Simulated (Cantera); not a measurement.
Charge: 1 mol BN, 3 mol F2, equilibrated at 1198 K and 0.0450 Torr.

Cantera equilibrium calculation (NASA polynomials, part measured and part estimated; ideal gas, pure solids and liquids). Candidate condensed phases: B, BN; 13 gas species. Kinetics and transport are ignored.

Q: What is the equilibrium state?

A: 
| Quantity | Result |
|---|---|
| x(F) | 0.667 |
| x(BF3) | 0.222 |
| x(N2) | 0.111 |
| x(F2) | 0.000104 |
| gas amount | 4.500 mol |
| log10 activity of B(s) (absent) | -38.94 |
